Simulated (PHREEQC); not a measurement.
Make-up at 20 °C: 0.0048 mol KOH and 0.0048 mol Na2CO3 per kg of water. Closed to the air; pH follows from the charge balance.

Equilibrium calculation in PHREEQC: ion-association model, phreeqc.dat.

Precipitation was switched off in this run.

Task: Order these C species by the share of C that they hold, largest first: HCO3-, NaCO3-, CO3-2.

Result: CO3-2 (90 %), NaCO3- (7.3 %), HCO3- (2.3 %)

The pH is 11.80 and the ionic strength 0.0184 mol/kgw. Species that the database lacks are ignored.
